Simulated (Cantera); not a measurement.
Mixture: 5.77 % CH4, 0.635 % C2H6, 19.7 % O2, 73.9 % N2, at 33.0 bar, adiabatic and at constant volume. Ignition delay is the time to a rise of 400 K.

Detailed kinetics in Cantera: GRI-Mech 3.0 (53 species, 325 reactions). The pressure lies above the range GRI-Mech 3.0 was tuned for (to about 10 atm).

**Question.** Predict: delay at 1175 K; delay at 1250 K; delay at 1325 K; delay at 1400 K; delay at 1475 K; delay at 1550 K; apparent activation energy between 1400 and 1550 K.

**Answer.** 
| Item | Value |
|---|---|
| delay at 1175 K | 0.595 ms |
| delay at 1250 K | 0.229 ms |
| delay at 1325 K | 99.4 µs |
| delay at 1400 K | 47.5 µs |
| delay at 1475 K | 24.4 µs |
| delay at 1550 K | 13.3 µs |
| apparent activation energy between 1400 and 1550 K | 150 kJ/mol |
